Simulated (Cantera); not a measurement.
A freely propagating, adiabatic, planar premixed flame of 10.4 % CH4, 18.8 % O2, 70.8 % N2, unburnt at 373 K and 5.00 bar; mixture-averaged transport, grid criteria slope 0.08 and curve 0.16, no radiation.

Computed with Cantera and GRI-Mech 3.0 (53 species, 325 reactions). Burning velocities carry a grid error of a few per cent, more on coarse grids.

Question: Predict: laminar burning velocity; thermal thickness; peak x(CH3); peak x(C2H2); peak x(HCO); peak x(HO2).

Answer: 
```json
{
  "laminar_burning_velocity": "28.3 cm/s",
  "thermal_thickness": "0.137 mm",
  "peak x(CH3)": "0.00182",
  "peak x(C2H2)": "0.000360",
  "peak x(HCO)": "1.80e-5",
  "peak x(HO2)": "0.000164"
}
```
